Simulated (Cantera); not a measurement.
A perfectly stirred reactor is fed with 30.7 % CO, 2.74 % H2, 14.0 % O2, 52.6 % N2, equivalence ratio 1.2, at 5.03 atm; it is adiabatic with a 475 K inlet, and is followed from long to short residence time, starting on the burning branch (τ in s: 0.075, 0.028, 0.01, 0.0039, 0.0015, 0.00055, 0.0002, 7.6e-05, 2.8e-05, 1.1e-05).

Model: GRI-Mech 3.0 (53 species, 325 reactions), integrated in Cantera. The hydrogen kinetics of GRI-Mech 3.0 are dated; newer H2 mechanisms differ, most at raised pressure.

### Question
Predict: blow-out, bracketed by the residence times tried; x(CO) at τ = 75.0 ms; x(H2) at τ = 75.0 ms; x(O2) at τ = 75.0 ms; x(NO) at τ = 75.0 ms; x(OH) at τ = 75.0 ms; x(CO) at τ = 0.550 ms; x(H2) at τ = 0.550 ms; x(O2) at τ = 0.550 ms; x(NO) at τ = 0.550 ms; x(OH) at τ = 0.550 ms.

### Answer
| Item | Value |
|---|---|
| blow-out, bracketed by the residence times tried | burning at 28.0 µs, out at 11.0 µs |
| x(CO) at τ = 75.0 ms | 0.0791 |
| x(H2) at τ = 75.0 ms | 0.00131 |
| x(O2) at τ = 75.0 ms | 0.00569 |
| x(NO) at τ = 75.0 ms | 0.00340 |
| x(OH) at τ = 75.0 ms | 0.00245 |
| x(CO) at τ = 0.550 ms | 0.108 |
| x(H2) at τ = 0.550 ms | 0.00197 |
| x(O2) at τ = 0.550 ms | 0.0208 |
| x(NO) at τ = 0.550 ms | 0.000689 |
| x(OH) at τ = 0.550 ms | 0.00464 |
